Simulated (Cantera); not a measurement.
A perfectly stirred reactor is fed with 6.98 % NH3, 93.0 % N2, at 2800 Pa; it is held at 2325 K, and followed from long to short residence time.

Model: the gas-phase N/H chemistry of the illustrative SiF4/NH3 mechanism in the Surface Chemkin manual (1991), integrated in Cantera. Walls and surfaces, which speed up NH3 decomposition in real reactors, are not modelled.

Predict: x(NH3) at τ = 7.10 s; x(H) at τ = 7.10 s; x(N2H2) at τ = 7.10 s; x(NH) at τ = 7.10 s; x(NH3) at τ = 34.0 ms; x(H) at τ = 34.0 ms; x(N2H2) at τ = 34.0 ms; x(NH) at τ = 34.0 ms.


| Property | Value |
|---|---|
| x(NH3) at τ = 7.10 s | 0.000171 |
| x(H) at τ = 7.10 s | 0.00293 |
| x(N2H2) at τ = 7.10 s | 4.01e-9 |
| x(NH) at τ = 7.10 s | 1.03e-5 |
| x(NH3) at τ = 34.0 ms | 0.0400 |
| x(H) at τ = 34.0 ms | 0.000247 |
| x(N2H2) at τ = 34.0 ms | 1.11e-6 |
| x(NH) at τ = 34.0 ms | 5.27e-5 |
